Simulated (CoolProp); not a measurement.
The fluid at 293.15 K and 0.39 MPa is throttled through a valve to 0.0492 MPa with no heat exchange. The same conditions are run with several fluids, on thermodynamics alone (safety and materials aside).

The numbers come from the reference Helmholtz-energy equation of state of each fluid (R134a: Tillner-Roth 1994; carbonyl sulfide: Lemmon 2006; R125: Lemmon 2005; R115: Lemmon 2016; R143a: Lemmon and Jacobsen 2000) in CoolProp.

| fluid | temperature change (K) | final density (kg/m³) |
|---|---|---|
| R134a | ___ | ___ |
| carbonyl sulfide | ___ | 1.25 |
| R125 | -5.3 | ___ |
| R115 | ___ | ___ |
| R143a | ___ | ___ |

### Question
Complete the blanks.

### Answer

- R134a, temperature change (K): -8.5
- R134a, final density (kg/m³): 2.15
- carbonyl sulfide, temperature change (K): -7.5
- R125, final density (kg/m³): 2.49
- R115, temperature change (K): -5.2
- R115, final density (kg/m³): 3.21
- R143a, temperature change (K): -7.2
- R143a, final density (kg/m³): 1.76
